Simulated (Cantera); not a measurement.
Cantera run, input and output.

```python
import numpy as np
import cantera as ct

gas = ct.Solution("gri30.yaml")
gas.TPX = 1400, 100000, {'CH4': 1, 'C2H6': 0.18, 'C3H8': 1.3, 'O2': 21.2, 'N2': 79.8}
reactor = ct.IdealGasReactor(gas, energy="on", clone=False)
net = ct.ReactorNet([reactor])
net.rtol, net.atol = 1e-08, 1e-16
show = ['CH4', 'C2H6', 'C3H8', 'CH3', 'H2O', 'CH2', 'O2']
times = np.geomspace(5e-06, 0.8, 15)

steps = ct.SolutionArray(gas, extra=["t"])
rows = []
print(f"{'t/s':>10s}{'T/K':>9s}{'P/Pa':>11s}" + "".join(f"{s:>11s}" for s in show))
for t in times:
    while net.time < t:
        t_next = net.step()
        steps.append(gas.state, t=t_next)
    rows.append([np.interp(t, steps.t, y) for y in (steps.T, steps.P, *steps(*show).X.T)])
    print(f"{t:10.3e}{rows[-1][0]:9.1f}{rows[-1][1]:11.4g}" + "".join(f"{x:11.3e}" for x in rows[-1][2:]))
rate = np.gradient(steps.T, steps.t)
print("integrator steps:", len(steps.t))
if steps.T.max() > steps.T[0] + 200:
    print(f"time of steepest temperature rise: {steps.t[rate.argmax()]:.4e} s")
gas.TPX = 1400, 100000, {'CH4': 1, 'C2H6': 0.18, 'C3H8': 1.3, 'O2': 21.2, 'N2': 79.8}
gas.equilibrate("UV")
print(f"equilibrium (UV): T = {gas.T:.1f} K  " + "  ".join(f"{s} {gas[s].X[0]:.3e}" for s in show))
```

It prints:

```
       t/s      T/K       P/Pa        CH4       C2H6       C3H8        CH3        H2O        CH2         O2
 5.000e-06   1399.6  9.998e+04  9.662e-03  1.737e-03  1.252e-02  4.221e-05  5.187e-06  4.631e-10  2.048e-01
 1.177e-05   1399.0  9.995e+04  9.656e-03  1.732e-03  1.245e-02  1.133e-04  2.586e-05  2.428e-09  2.048e-01
 2.770e-05   1398.1  9.991e+04  9.634e-03  1.723e-03  1.219e-02  2.861e-04  1.475e-04  1.658e-08  2.046e-01
 6.518e-05   1399.1  1.001e+05  9.538e-03  1.781e-03  1.120e-02  5.433e-04  8.175e-04  6.075e-08  2.038e-01
 1.534e-04   1429.1  1.029e+05  8.918e-03  1.806e-03  6.663e-03  8.029e-04  5.645e-03  4.936e-07  1.979e-01
 3.611e-04   2418.8  1.768e+05  3.823e-19  1.796e-35  9.008e-52  5.384e-18  6.613e-02  5.846e-18  1.124e-01
 8.498e-04   2476.7  1.804e+05  2.251e-19  2.382e-36  4.081e-53  2.423e-18  6.818e-02  2.165e-18  1.125e-01
 2.000e-03   2474.4  1.802e+05  2.187e-19  2.256e-36  6.462e-53  2.339e-18  6.824e-02  2.072e-18  1.120e-01
 4.707e-03   2469.3  1.798e+05  2.067e-19  2.040e-36  5.576e-53  2.184e-18  6.834e-02  1.901e-18  1.107e-01
 1.108e-02   2460.8  1.792e+05  1.878e-19  1.717e-36  4.336e-53  1.944e-18  6.851e-02  1.641e-18  1.087e-01
 2.607e-02   2452.1  1.785e+05  1.700e-19  1.435e-36  3.336e-53  1.723e-18  6.868e-02  1.406e-18  1.067e-01
 6.137e-02   2448.8  1.782e+05  1.637e-19  1.340e-36  3.020e-53  1.646e-18  6.874e-02  1.326e-18  1.060e-01
 1.444e-01   2448.6  1.782e+05  1.633e-19  1.335e-36  3.004e-53  1.642e-18  6.874e-02  1.322e-18  1.059e-01
 3.399e-01   2448.6  1.782e+05  1.633e-19  1.335e-36  3.004e-53  1.642e-18  6.874e-02  1.322e-18  1.059e-01
 8.000e-01   2448.6  1.782e+05  1.633e-19  1.335e-36  3.004e-53  1.642e-18  6.874e-02  1.322e-18  1.059e-01
integrator steps: 1682
time of steepest temperature rise: 2.0015e-04 s
equilibrium (UV): T = 2448.6 K  CH4 2.470e-19  C2H6 2.584e-36  C3H8 6.067e-53  CH3 2.482e-18  H2O 6.874e-02  CH2 2.197e-18  O2 1.059e-01
```

Cantera simulation using GRI-Mech 3.0 (53 species, 325 reactions); the numbers are that mechanism's predictions, not measurements. GRI-Mech 3.0 was tuned for natural gas; its chemistry of propane as a main component is partial and can be far from experiment.
